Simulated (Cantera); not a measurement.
# Gas activation for diamond growth

A perfectly stirred reactor is fed with 4.67 % CH4, 95.3 % H2, 0.0467 % N2, at 0.250 bar; it is held at 1400 K, and followed from long to short residence time.

Computed with Cantera and GRI-Mech 3.0 (53 species, 325 reactions). GRI-Mech 3.0 stops at C3 and has no aromatics, soot or wall deposition, so with more carbon than oxygen in the feed, carbon stays in small species such as C2H2 where larger ones or solid carbon would form.

| τ (s) | x CH4 | x H2 | x C2H | x H | x C2H6 | x HCN | x CH2 |
|---|---|---|---|---|---|---|---|
| 10 | 0.0437 | 0.954 | 1.03e-11 | 8.76e-6 | 2.27e-6 | <1e-12 | 5.30e-11 |
| 1.6 | 0.0460 | 0.953 | 2.01e-12 | 8.47e-6 | 1.89e-6 | <1e-12 | 5.22e-11 |
| 0.26 | 0.0466 | 0.953 | <1e-12 | 8.25e-6 | 1.71e-6 | <1e-12 | 5.02e-11 |
| 0.042 | 0.0467 | 0.953 | <1e-12 | 7.34e-6 | 1.26e-6 | <1e-12 | 3.97e-11 |
| 0.0068 | 0.0467 | 0.953 | <1e-12 | 3.92e-6 | 2.49e-7 | <1e-12 | 1.14e-11 |
| 0.0011 | 0.0467 | 0.953 | <1e-12 | 8.14e-7 | 2.92e-9 | <1e-12 | <1e-12 |
| 0.00018 | 0.0467 | 0.953 | <1e-12 | 1.35e-7 | 1.41e-11 | <1e-12 | <1e-12 |
x: mole fraction; the columns are a selection and need not sum to one.
